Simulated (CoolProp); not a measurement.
Properties of n-perfluorohexane along the isobar 27.5 bar.

Values from CoolProp's reference Helmholtz-energy equation of state, Gao 2022.

| T (K) | phase | density (kg/m³) | cp (kJ/(kg K)) | cv (kJ/(kg K)) |
|---|---|---|---|---|
| 302.3 | liquid | 1676 | 1.049 | 0.8581 |
| 311 | liquid | 1652 | 1.062 | 0.8699 |
| 319.7 | liquid | 1627 | 1.074 | 0.8815 |
| 328.5 | liquid | 1601 | 1.087 | 0.8929 |
| 337.2 | liquid | 1574 | 1.100 | 0.9040 |
| 345.9 | liquid | 1547 | 1.113 | 0.9148 |
| 354.7 | liquid | 1519 | 1.127 | 0.9255 |
| 363.4 | liquid | 1490 | 1.140 | 0.9360 |
| 372.1 | liquid | 1459 | 1.154 | 0.9463 |
| 380.9 | liquid | 1427 | 1.169 | 0.9566 |
| 389.6 | liquid | 1393 | 1.184 | 0.9667 |
| 398.3 | liquid | 1357 | 1.201 | 0.9769 |
| 407.1 | liquid | 1318 | 1.220 | 0.9872 |
| 415.8 | liquid | 1276 | 1.241 | 0.9975 |
| 424.5 | liquid | 1229 | 1.267 | 1.008 |
